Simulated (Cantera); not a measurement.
## PbS + H₂ + N₂ (hydrogen reduction and annealing atmospheres)

Feed: 1 mol PbS, 5 mol H₂, a varied amount of N₂, equilibrated at 2098.15 K and 4.60 mbar.

Cantera equilibrium calculation (NASA polynomials, part measured and part estimated; ideal gas, pure solids and liquids). Candidate condensed phases: Pb, PbS, S; 18 gas species. Kinetics and transport are ignored.

```tsv
n(N₂) (mol)	log p N₂	log p H₂	log p Pb	log p H	log p S₂	log p S
10	-2.56	-2.89	-3.60	-3.95	-4.09	-4.28
13	-2.52	-2.96	-3.67	-3.99	-4.17	-4.32
15	-2.50	-3.00	-3.71	-4.01	-4.21	-4.34
19	-2.47	-3.08	-3.78	-4.05	-4.29	-4.38
23	-2.45	-3.14	-3.84	-4.08	-4.36	-4.41
28	-2.43	-3.21	-3.91	-4.12	-4.44	-4.45
35	-2.42	-3.29	-3.99	-4.16	-4.53	-4.50
43	-2.40	-3.37	-4.06	-4.20	-4.62	-4.54
53	-2.39	-3.46	-4.14	-4.24	-4.71	-4.59
65	-2.38	-3.54	-4.21	-4.28	-4.81	-4.63
79	-2.37	-3.62	-4.29	-4.32	-4.90	-4.68
97	-2.37	-3.71	-4.37	-4.36	-5.00	-4.73
```
log p: log10 of the partial pressure in bar; nothing condenses.

From 10 mol N₂ to 97 mol N₂ nothing is condensed. The main Pb-bearing gas is Pb throughout.
